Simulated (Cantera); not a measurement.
## Thermodynamics of hydrogen reduction and annealing atmospheres, feed CuO + H₂ + N₂

Input: 1 mol CuO, 0.45 mol H₂, 2.6 mol N₂, equilibrated at 2050 K and 6.53 Torr.

These are equilibrium values from Cantera (NASA tables, ideal gas, pure condensed phases), not measurements of a reactor. Candidate condensed phases: Cu, CuO, Cu(OH)₂, Cu₂O, H₂O; 27 gas species. The numbers say what is thermodynamically allowed, not how fast it happens.

```json
{
  "x(N₂)": "0.597",
  "x(Cu)": "0.229",
  "x(H₂O)": "0.0982",
  "x(O₂)": "0.0594",
  "x(OH)": "0.00615",
  "x(NO)": "0.00405",
  "x(O)": "0.00254",
  "x(H₂)": "0.00180",
  "x(H)": "0.00103",
  "gas_amount": "4.342 mol",
  "log10 activity of Cu(l) (absent)": "-0.53"
}
```
